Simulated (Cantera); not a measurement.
Standard-state values (1 bar) from the NASA 1993 polynomials, evaluated with Cantera. Values are per mole of reaction as written; species without (g) are pure solids or liquids, kept so even where they would boil at 1 bar.

### Question
Between 300 and 2675 K, where is each reaction favourable under standard conditions?
- 1.333 B + O2(g) ⇌ 0.6667 B2O3(g)
- Nb + O2(g) ⇌ NbO2(g)
- 4 Al + O2(g) ⇌ 2 Al2O(g)

### Answer
- 1.333 B + O2(g) ⇌ 0.6667 B2O3(g): ΔG° is -550 kJ at 300 K and -473 kJ at 2675 K; it stays negative (K > 1). ΔH° is -638 kJ and ΔS° -62 J/K at 2675 K.
- Nb + O2(g) ⇌ NbO2(g): ΔG° is -209 kJ at 300 K and -256 kJ at 2675 K; it stays negative (K > 1). ΔH° is -227 kJ and ΔS° 11 J/K at 2675 K.
- 4 Al + O2(g) ⇌ 2 Al2O(g): ΔG° is -346 kJ at 300 K and -598 kJ at 2675 K; it stays negative (K > 1). ΔH° is -424 kJ and ΔS° 65 J/K at 2675 K.
